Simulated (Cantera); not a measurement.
Standard-state values (1 bar) from the NASA 1993 polynomials, evaluated with Cantera. Values are per mole of reaction as written; species without (g) are pure solids or liquids, kept so even where they would boil at 1 bar.

2 BN + O2(g) ⇌ 2 N(g) + B2O2(g)

| T (K) | ΔH° (kJ) | ΔS° (J/K) | ΔG° (kJ) | log10 K |
|---|---|---|---|---|
| 300 | 991.2 | 314.7 | 896.8 | -156.14 |
| 1325 | 995.4 | 327.8 | 561.1 | -22.12 |
| 1350 | 995.2 | 327.6 | 552.9 | -21.39 |
| 1375 | 995.0 | 327.5 | 544.7 | -20.69 |
| 1400 | ? | ? | ? | ? |
| 1425 | ? | ? | ? | ? |
| 1450 | ? | ? | ? | ? |
| 1475 | 994.1 | 326.8 | 512.0 | -18.13 |
| 1500 | 993.9 | 326.7 | 503.8 | -17.54 |
| 1525 | 993.6 | 326.5 | 495.7 | -16.98 |

Question: What belongs in the gaps?

Answer: 
- 1400, ΔH° (kJ): 994.8
- 1400, ΔS° (J/K): 327.3
- 1400, ΔG° (kJ): 536.5
- 1400, log10 K: -20.02
- 1425, ΔH° (kJ): 994.5
- 1425, ΔS° (J/K): 327.2
- 1425, ΔG° (kJ): 528.3
- 1425, log10 K: -19.37
- 1450, ΔH° (kJ): 994.3
- 1450, ΔS° (J/K): 327.0
- 1450, ΔG° (kJ): 520.2
- 1450, log10 K: -18.74
